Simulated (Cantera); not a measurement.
Cantera run:

```python
import numpy as np
import cantera as ct

gas_names = [...]  # 110 gases of nasa_gas.yaml made of C, H, O
cond_names = """
    C(gr) C6H6(L) C7H8(L) C8H18(L),n-octa H2O(s) H2O(L)
""".split()


# ... load() reads the species with a 1 bar reference pressure and builds the phases ...
atoms = {
    'CO2': {'C': 1, 'O': 2},
    'H2': {'H': 2},
}
top_T = {'C(gr)': 4500}  # K; cautious upper limits of use, not melting points


# ... equilibrate(T, P, feed) seeds the gas with the atoms and calls Mixture.equilibrate('TP', solver="vcs", rtol=1e-11, max_steps=5000) ...
results = []
feed = {'CO2': 1, 'H2': 7.4}  # mol
P = 1900  # Pa
for T in [625, 775, 925, 1075, 1225, 1375, 1525, 1675, 1825, 1975, 2125, 2275, 2425, 2575]:
    mix = equilibrate(T, P, feed)
    results.append((T, P, feed, dict(zip(mix.species_names, mix.species_moles))))

top = {s: max(r[3][s] / sum(r[3][g] for g in gas_names) for r in results) for s in gas_names}
cols = sorted((s for s in top if top[s] > 0.0001), key=lambda s: -top[s])[:7]
seen = [c for c in cond_names if any(r[3].get(c, 0) > 1e-12 for r in results)]
print("log10 of partial pressures in bar; condensed amounts in mol")
print(f"{'T/K':>10s}" + "".join(f"{s[:9]:>10s}" for s in cols + seen))
for T, P, feed, n in results:
    ng = sum(n[g] for g in gas_names)
    print(f"{T:10.4g}" + "".join(f"{np.log10(max(n[s] / ng * P / 1e5, 1e-99)):10.3f}" for s in cols)
          + "".join(f"{n.get(c, 0):10.4g}" for c in seen))
```

Output:

```
log10 of partial pressures in bar; condensed amounts in mol
       T/K        H2       H2O         H       CH4        CO       CO2        OH
       625    -1.959    -2.289   -16.549    -2.593    -4.530    -3.544   -21.548
       775    -1.826    -2.754   -12.917    -3.643    -2.883    -3.108   -17.474
       925    -1.826    -2.741   -10.497    -5.951    -2.741    -3.350   -14.339
      1075    -1.831    -2.704    -8.749    -7.737    -2.704    -3.545   -12.043
      1225    -1.833    -2.685    -7.423    -9.089    -2.685    -3.704   -10.316
      1375    -1.835    -2.675    -6.383   -10.145    -2.675    -3.830    -8.967
      1525    -1.836    -2.669    -5.544   -10.992    -2.669    -3.931    -7.885
      1675    -1.837    -2.665    -4.854   -11.685    -2.665    -4.013    -6.997
      1825    -1.838    -2.663    -4.275   -12.262    -2.662    -4.080    -6.255
      1975    -1.841    -2.662    -3.785   -12.754    -2.662    -4.135    -5.626
      2125    -1.849    -2.665    -3.364   -13.186    -2.664    -4.181    -5.087
      2275    -1.864    -2.674    -3.003   -13.582    -2.669    -4.222    -4.621
      2425    -1.894    -2.696    -2.694   -13.968    -2.681    -4.260    -4.218
      2575    -1.947    -2.741    -2.434   -14.369    -2.703    -4.304    -3.875
```

Method: chemical equilibrium by Gibbs-energy minimisation in Cantera with the NASA 1993 tables (ideal gas, pure condensed phases).
